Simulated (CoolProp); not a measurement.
A simple Rankine cycle with n-butane: condensing at 291.15 K, boiler at 2.18 MPa, turbine inlet 397.3 K, turbine efficiency 0.7, pump efficiency 0.7, no recuperator. Each further row changes one setting.

Model: reference Helmholtz-energy equation of state, Bücker 2006, in CoolProp.

```
case                             thermal efficiency (%)  net work (kJ/kg)  heat in (kJ/kg)  turbine exit temperature (K)  volume ratio over the turbine
-------------------------------  ----------------------  ----------------  ---------------  ----------------------------  -----------------------------
as stated                                          13.3              67.4              508                         330.9                           13.4
turbine inlet 417.3 K                              13.3              75.2              ___                           ___                            ___
condensing temperature 283.15 K                    14.3              75.4              ___                           ___                            ___
boiler pressure 1.53 MPa                            ___              64.0              536                         347.3                           8.33
turbine efficiency 0.6                              ___              57.1              508                         336.3                           13.7
```

Q: Fill in the missing entries.

A: 
- turbine inlet 417.3 K, heat in (kJ/kg): 564
- turbine inlet 417.3 K, turbine exit temperature (K): 355.9
- turbine inlet 417.3 K, volume ratio over the turbine: 12.4
- condensing temperature 283.15 K, heat in (kJ/kg): 527
- condensing temperature 283.15 K, turbine exit temperature (K): 325.7
- condensing temperature 283.15 K, volume ratio over the turbine: 17.4
- boiler pressure 1.53 MPa, thermal efficiency (%): 11.9
- turbine efficiency 0.6, thermal efficiency (%): 11.2
